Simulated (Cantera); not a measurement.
Input (Python, Cantera) and output of one run.

```python
import numpy as np
import cantera as ct

gas_names = [...]  # 113 gases of nasa_gas.yaml made of C, H, O, Pb
cond_names = """
    C(gr) C6H6(L) C7H8(L) C8H18(L),n-octa H2O(s) H2O(L) Pb(cr) Pb(L) PbO(rd) PbO(yw) PbO(L) PbO2(s)
    Pb3O4(s)
""".split()


# ... load() reads the species with a 1 bar reference pressure and builds the phases ...
atoms = {
    'Pb': {'Pb': 1},
    'CO': {'C': 1, 'O': 1},
    'H2': {'H': 2},
}
top_T = {'C(gr)': 4500, 'Pb3O4(s)': 820}  # K; cautious upper limits of use, not melting points


# ... equilibrate(T, P, feed) seeds the gas with the atoms and calls Mixture.equilibrate('TP', solver="vcs", rtol=1e-11, max_steps=5000) ...
results = []
feed = {'Pb': 1, 'CO': 1.1, 'H2': 0.3}  # mol
T = 823.15  # K
P = 12  # Pa
mix = equilibrate(T, P, feed)
results.append((T, P, feed, dict(zip(mix.species_names, mix.species_moles))))
x = sorted(zip(gas.X, gas.species_names), reverse=True)
print(f"T = {T:g} K  P = {P:g} Pa  gas = {mix.phase_moles(0):.4g} mol")
print("   x: " + "  ".join(f"{s} {v:.3e}" for v, s in x if v > 0.001))
print("   condensed (mol): " + ("  ".join(f"{mix.phase(i).name} {mix.phase_moles(i):.4g}"
      for i in range(1, mix.n_phases) if mix.phase_moles(i) > 1e-12) or "none"))
```

Result:

```
T = 823.15 K  P = 12 Pa  gas = 1.396 mol
   x: CO 7.805e-01  H2 2.146e-01  CO2 3.485e-03  Pb 1.125e-03
   condensed (mol): C(gr) 0.005229  Pb(L) 0.9984
```

Equilibrium computed with Cantera from the NASA thermochemical tables; the gas is ideal and each condensed phase is pure.
